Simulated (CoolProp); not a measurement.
Properties of R245fa along the isotherm 440 K.

The numbers come from the reference Helmholtz-energy equation of state, Akasaka 2015 in CoolProp.

```tsv
p (MPa)	phase	density (kg/m³)	Joule-Thomson coefficient (K/MPa)	expansivity (1/kK)
2.61	gas	[?]	10.93	6.770
5.22	supercritical	716.0	4.320	21.03
7.82	supercritical	866.2	1.267	[?]
10.4	supercritical	927.5	0.6878	4.688
13	supercritical	968.5	0.4207	3.754
15.6	supercritical	[?]	0.2640	[?]
18.3	supercritical	1026	0.1564	2.831
20.9	supercritical	1048	0.08238	2.569
23.5	supercritical	1067	0.02624	2.368
26.1	supercritical	1083	-0.01792	2.207
28.7	supercritical	1098	-0.05364	2.076
31.3	supercritical	1112	[?]	1.965
33.9	supercritical	1125	-0.1080	1.871
36.5	supercritical	[?]	-0.1292	1.789
```

### Question
What belongs in the gaps?

### Answer

- 2.61, density (kg/m³): 129.5
- 7.82, expansivity (1/kK): 6.784
- 15.6, density (kg/m³): 999.8
- 15.6, expansivity (1/kK): 3.208
- 31.3, Joule-Thomson coefficient (K/MPa): -0.08317
- 36.5, density (kg/m³): 1137
